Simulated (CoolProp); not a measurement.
Vapour-liquid equilibrium of R22 (1) + c-C4F8 (RC318) (2) at 53.95 °C; x and y are mole fractions of (1).

The numbers come from the multi-fluid Helmholtz-energy mixture model, Kamei 1995 and Platzer 1990; pair parameters Bell 2016 in CoolProp. This equation is an older, rougher fit; its heat capacities, sound speeds and derivatives of the liquid may be far off and weren't checked against measurements.

Question: Give the bubble pressure and the first vapour's composition at x = 0.425, 0.875, 0.95. Is there an azeotrope?

Answer: x = 0.425: 1.444 MPa, y = 0.674; x = 0.875: 2.042 MPa, y = 0.913; x = 0.95: 2.099 MPa, y = 0.960. No azeotrope shows between x = 0.05 and 0.95.

Pair parameters are fitted to limited data, so mixtures are less certain than the pure fluids. The gap from Raoult's law changes sign with composition, which may be real or a fault of the pair parameters; it wasn't checked against measurements.
